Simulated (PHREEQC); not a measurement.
Make-up at 45 °C: 0.0089 mol HF, 0.00031 mol NH4HF2 and 6.7e-05 mol (NH4)2SiF6 per kg of water. Closed to the air; pH follows from the charge balance.

Computed with PHREEQC (ion-association model, phreeqc.dat).

```json
[
 {"quantity": "pH", "before": "2.76", "after": "2.69"},
 {"quantity": "ionic strength (mol/kgw)", "before": "0.00233", "after": "0.00267"},
 {"quantity": "HF (mol/kgw)", "before": "0.00733", "after": "0.00698"},
 {"quantity": "F- (mol/kgw)", "before": "0.00206", "after": "0.00241"},
 {"quantity": "HF2- (mol/kgw)", "before": "6.47e-5", "after": "6.45e-5"},
 {"quantity": "H4SiO4 (mol/kgw)", "before": "4.07e-7", "after": "1.45e-8"},
 {"quantity": "SI of Quartz (SiO2)", "before": "-2.69", "after": "-3.86"}
]
```

Q: What was changed between the two runs?
(A) temperature from 45 to 25 °C
(B) diluted 100-fold with water
(C) HF left out
(D) NH4HF2 replaced by (NH4)2SO4 at the same molality
(E) (NH4)2SiF6 from 6.7e-05 to 6.7e-06 mol/kgw

A: A, temperature from 45 to 25 °C

No solid was allowed to form. Constants without temperature data keep their 25 °C values here. SiF6-2 is the database's only silicon fluoride.
